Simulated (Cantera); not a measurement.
A perfectly stirred reactor is fed with H₂ : O₂ : N₂ = 1 : 0.538 : 2.02 (molar parts), at 690 Torr; it is adiabatic with a 525 K inlet, and is followed from long to short residence time, starting on the burning branch (τ in s: 0.079, 0.032, 0.013, 0.0052, 0.0021, 0.00085, 0.00034, 0.00014, 5.6e-05, 2.3e-05).

Model: the H2/O2 subset of GRI-Mech 3.0, which has no nitrogen chemistry, integrated in Cantera.

Q: What does this change do: H2 1 to 0.73 parts?

A: 
| quantity | before | after |
|---|---|---|
| blow-out, bracketed by the residence times tried | burning at 23.0 µs, the shortest tried | burning at 23.0 µs, the shortest tried |
| x(H₂) at τ = 79.0 ms | 0.0126 | 0.00115 |
| x(O₂) at τ = 79.0 ms | 0.0155 | 0.0580 |
| x(H₂O) at τ = 79.0 ms | 0.303 | 0.245 |
| x(H) at τ = 79.0 ms | 0.00249 | 0.000191 |
| x(O) at τ = 79.0 ms | 0.00155 | 0.000626 |
| x(H₂) at τ = 0.850 ms | 0.0289 | 0.00952 |
| x(O₂) at τ = 0.850 ms | 0.0227 | 0.0586 |
| x(H₂O) at τ = 0.850 ms | 0.273 | 0.228 |
| x(H) at τ = 0.850 ms | 0.0129 | 0.00518 |
| x(O) at τ = 0.850 ms | 0.00543 | 0.00526 |
